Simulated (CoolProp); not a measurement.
The numbers come from the reference Helmholtz-energy equation of state, Lemmon 2006 in CoolProp. It is a short technical equation, of lower accuracy than the large ones.

**Question.** For carbonyl sulfide, give the phase and the cp (kJ/(kg K)), isothermal compressibility (1/MPa), expansivity (1/kK), fugacity coefficient at 413.2 K and 5880 kPa; 453.8 K and 5880 kPa; 494.5 K and 5880 kPa.

**Answer.** 
- 413.2 K and 5880 kPa: gas; cp 1.25, isothermal compressibility 0.257, expansivity 7.00, fugacity coefficient 0.772
- 453.8 K and 5880 kPa: gas; cp 1.04, isothermal compressibility 0.214, expansivity 4.34, fugacity coefficient 0.832
- 494.5 K and 5880 kPa: gas; cp 0.973, isothermal compressibility 0.198, expansivity 3.28, fugacity coefficient 0.874
